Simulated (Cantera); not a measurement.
Feed: 1 mol SiH2Cl2, 0.98 mol C2H2, 630 mol H2, equilibrated at 1.00 bar.

Cantera equilibrium calculation (NASA polynomials, part measured and part estimated; ideal gas, pure solids and liquids). Candidate condensed phases: C, C6H6, C7H8, C8H18, Si, SiC; 109 gas species. Kinetics and transport are ignored.

### Question
Which condensed phases are stable at each of these points (T (K)): 1700, 1750, 1800, 1850, 1900, 1950, 2000?

### Answer
```csv
T (K),condensed phases,Si condensed (%)
1700,C(graphite) + SiC(s),99.9
1750,C(graphite) + SiC(s),99.9
1800,C(graphite) + SiC(s),99.9
1850,C(graphite) + SiC(s),99.8
1900,C(graphite) + SiC(s),99.7
1950,SiC(s),99.6
2000,SiC(s),99.1
```

From 1700 K to 1900 K the condensed part is C(graphite) + SiC(s). From 1950 K to 2000 K the condensed part is SiC(s).
